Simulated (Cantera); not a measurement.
Charge: 1 mol Pb, 0.017 mol CO2, a varied amount of N2, at 1675 K and 0.100 bar.

These are equilibrium values from Cantera (NASA tables, ideal gas, pure condensed phases), not measurements of a reactor. Candidate condensed phases: C, Pb, PbO, PbO2, Pb3O4; 27 gas species. Gases not in the tables: (PbO)n polymers. Equilibrium is a limit: real reactors are often held back by kinetics, nucleation or transport.

x: gas mole fraction; nothing condenses.

```csv
n(N2) (mol),x N2,x Pb,x CO2,x CO,x PbO,x Pb2,x NO
4.1,0.801,0.194,?,0.00121,0.00121,3.83e-5,1.63e-6
8.4,0.892,0.106,?,0.000658,0.000657,1.13e-5,1.72e-6
13,0.927,0.0709,?,0.000443,0.000441,5.11e-6,1.75e-6
17,0.944,0.0552,?,0.000345,0.000343,3.09e-6,1.77e-6
21,0.954,0.0451,?,0.000282,0.000280,2.07e-6,1.78e-6
26,0.962,0.0368,?,0.000230,0.000228,1.38e-6,1.78e-6
30,0.967,0.0320,?,0.000200,0.000198,1.04e-6,1.78e-6
```

### Question
What belongs in the gaps?

### Answer

- 4.1, x CO2: 0.00211
- 8.4, x CO2: 0.00115
- 13, x CO2: 0.000770
- 17, x CO2: 0.000599
- 21, x CO2: 0.000490
- 26, x CO2: 0.000399
- 30, x CO2: 0.000348
